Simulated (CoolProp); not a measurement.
The numbers come from the reference Helmholtz-energy equation of state, de Reuck 1993 in CoolProp.

Task: Give the vapour pressure (kPa), vapour density (kg/m³), liquid viscosity (µPa s), vapour viscosity (µPa s) of saturated methanol at 390 K.

Result: 
```json
[
 {"T (K)": "390", "p (kPa)": "586", "vapour density (kg/m³)": "6.62", "liquid viscosity (µPa s)": "189", "vapour viscosity (µPa s)": "12.3"}
]
```

Viscosity comes from a separate model (Xiang 2006).
